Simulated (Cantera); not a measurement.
A freely propagating, adiabatic, planar premixed flame of H2 : O2 : N2 = 1 : 0.943 : 3.55 (molar parts), unburnt at 623 K and 21000 Pa; unity-Lewis-number transport, grid criteria slope 0.08 and curve 0.16, no radiation.

Detailed kinetics in Cantera: the H2/O2 subset of GRI-Mech 3.0, which has no nitrogen chemistry. Unity Lewis numbers drop preferential diffusion, which matters most where H2 and H carry the flame. Burning velocities carry a grid error of a few per cent, more on coarse grids. Lean hydrogen flames are cellular in practice and burn faster than this planar one.

x: mole fraction of selected species; z is measured from the peak of heat release.

```
z (mm)  T (K)  u (m/s)     x H2    x O2      x OH   x H2O2       x O    x HO2
------  -----  -------  -------  ------  --------  -------  --------  -------
-6.91     623     3.02    0.182   0.172     <1e-8    <1e-8     <1e-8    <1e-8
-4.61     623     3.02    0.182   0.172     <1e-8    <1e-8     <1e-8    <1e-8
-3.46     623     3.02    0.182   0.172     <1e-8    <1e-8     <1e-8  9.75e-8
-2.30     623     3.02    0.182   0.172     <1e-8  2.86e-8   3.22e-8  2.21e-6
-1.15     649     3.14    0.179   0.170       [?]      [?]       [?]      [?]
-0.576    803     3.84    0.154   0.159  0.000340  1.20e-6  0.000549  4.94e-5
0        1117     5.25   0.0701   0.122   0.00311  1.67e-6   0.00682  2.62e-5
0.576    1335     6.18   0.0206  0.0949   0.00684  1.64e-6    0.0152  1.64e-5
1.15      [?]     6.64      [?]  0.0898       [?]      [?]    0.0160      [?]
2.30     1573     7.14   0.0123  0.0877   0.00998  6.47e-7    0.0138  1.02e-5
4.61     1693     7.62  0.00960  0.0866    0.0108  3.42e-7    0.0105  7.59e-6
9.21     1799     8.03  0.00645  0.0862    0.0103  1.87e-7   0.00681  5.17e-6
18.4     1877     8.33  0.00359  0.0864   0.00853  1.09e-7   0.00371  3.11e-6
```

Complete the blanks.


- -1.15, x OH: 1.96e-5
- -1.15, x H2O2: 1.01e-6
- -1.15, x O: 1.92e-5
- -1.15, x HO2: 6.21e-5
- 1.15, T (K): 1447
- 1.15, x H2: 0.0145
- 1.15, x OH: 0.00843
- 1.15, x H2O2: 1.14e-6
- 1.15, x HO2: 1.30e-5
